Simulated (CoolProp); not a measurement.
Aqueous sodium chloride as a coolant, 22 % by mass, freezing at -19.1 °C, 1 atm.

The numbers come from the Melinder's fits for secondary coolants in CoolProp.

| T (°C) | density (kg/m³) | Prandtl number | conductivity (W/(m K)) | cp (kJ/(kg K)) |
|---|---|---|---|---|
| -17.3 | 1180 | 35.0 | 0.520 | 3.304 |
| -7.7 | 1176 | 23.5 | 0.534 | 3.322 |
| 2 | 1172 | 16.4 | 0.548 | 3.338 |
| 11.6 | 1168 | 12.1 | 0.563 | 3.351 |
| 21.3 | 1163 | 9.23 | 0.578 | 3.361 |
| 30.9 | 1158 | 7.40 | 0.592 | 3.369 |
